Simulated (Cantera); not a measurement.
Input (Python, Cantera) and output of one run.

```python
import numpy as np
import cantera as ct

gas_names = [...]  # 109 gases of nasa_gas.yaml made of C, Cl, H, Si
cond_names = """
    C(gr) C6H6(L) C7H8(L) C8H18(L),n-octa Si(cr) Si(L) SiC(b)
""".split()


# ... load() reads the species with a 1 bar reference pressure and builds the phases ...
atoms = {
    'CH3Cl': {'C': 1, 'H': 3, 'CL': 1},
    'Si': {'Si': 1},
}
top_T = {'C(gr)': 4500, 'SiC(b)': 3050}  # K; cautious upper limits of use, not melting points


# ... equilibrate(T, P, feed) seeds the gas with the atoms and calls Mixture.equilibrate('TP', solver="vcs", rtol=1e-11, max_steps=5000) ...
results = []
feed = {'CH3Cl': 1, 'Si': 0.0091}  # mol
P = 83000  # Pa
for T in [1500, 1550, 1600, 1650, 1700, 1750, 1800, 1850, 1900, 1950, 2000, 2050]:
    mix = equilibrate(T, P, feed)
    results.append((T, P, feed, dict(zip(mix.species_names, mix.species_moles))))
    x = sorted(zip(gas.X, gas.species_names), reverse=True)
    print(f"T = {T:g} K  P = {P:g} Pa  gas = {mix.phase_moles(0):.4g} mol")
    print("   x: " + "  ".join(f"{s} {v:.3e}" for v, s in x if v > 0.001))
    print("   condensed (mol): " + ("  ".join(f"{mix.phase(i).name} {mix.phase_moles(i):.4g}"
          for i in range(1, mix.n_phases) if mix.phase_moles(i) > 1e-12) or "none"))
```

Output:

```
T = 1500 K  P = 83000 Pa  gas = 1.991 mol
   x: H2 5.091e-01  HCL 4.857e-01  SiCL4 3.160e-03
   condensed (mol): C(gr) 0.9989
T = 1550 K  P = 83000 Pa  gas = 1.992 mol
   x: H2 5.086e-01  HCL 4.863e-01  SiCL4 2.644e-03
   condensed (mol): C(gr) 0.9991
T = 1600 K  P = 83000 Pa  gas = 1.994 mol
   x: H2 5.080e-01  HCL 4.870e-01  SiCL4 2.080e-03  SiCL2 1.170e-03
   condensed (mol): C(gr) 0.9992
T = 1650 K  P = 83000 Pa  gas = 1.995 mol
   x: H2 5.073e-01  HCL 4.877e-01  SiCL2 1.667e-03  SiCL4 1.538e-03  SiCL3 1.081e-03
   condensed (mol): C(gr) 0.9993
T = 1700 K  P = 83000 Pa  gas = 1.996 mol
   x: H2 5.066e-01  HCL 4.883e-01  SiCL2 2.166e-03  SiCL3 1.090e-03  SiCL4 1.079e-03
   condensed (mol): C(gr) 0.9994
T = 1750 K  P = 83000 Pa  gas = 1.997 mol
   x: H2 5.061e-01  HCL 4.888e-01  SiCL2 2.616e-03  SiCL3 1.037e-03
   condensed (mol): C(gr) 0.9994
T = 1800 K  P = 83000 Pa  gas = 1.998 mol
   x: H2 5.056e-01  HCL 4.891e-01  SiCL2 2.993e-03
   condensed (mol): C(gr) 0.9993
T = 1850 K  P = 83000 Pa  gas = 1.999 mol
   x: H2 5.051e-01  HCL 4.893e-01  SiCL2 3.295e-03
   condensed (mol): C(gr) 0.9992
T = 1900 K  P = 83000 Pa  gas = 2 mol
   x: H2 5.047e-01  HCL 4.893e-01  SiCL2 3.531e-03
   condensed (mol): C(gr) 0.999
T = 1950 K  P = 83000 Pa  gas = 2 mol
   x: H2 5.043e-01  HCL 4.892e-01  SiCL2 3.714e-03
   condensed (mol): C(gr) 0.9987
T = 2000 K  P = 83000 Pa  gas = 2.001 mol
   x: H2 5.039e-01  HCL 4.889e-01  SiCL2 3.856e-03  H 1.267e-03
   condensed (mol): C(gr) 0.9982
T = 2050 K  P = 83000 Pa  gas = 2.002 mol
   x: H2 5.033e-01  HCL 4.885e-01  SiCL2 3.965e-03  H 1.767e-03  CL 1.269e-03
   condensed (mol): C(gr) 0.9977
```

These are equilibrium values from Cantera (NASA tables, ideal gas, pure condensed phases), not measurements of a reactor. The tables' values for SiCl3 are old estimates; treat these amounts as uncertain.
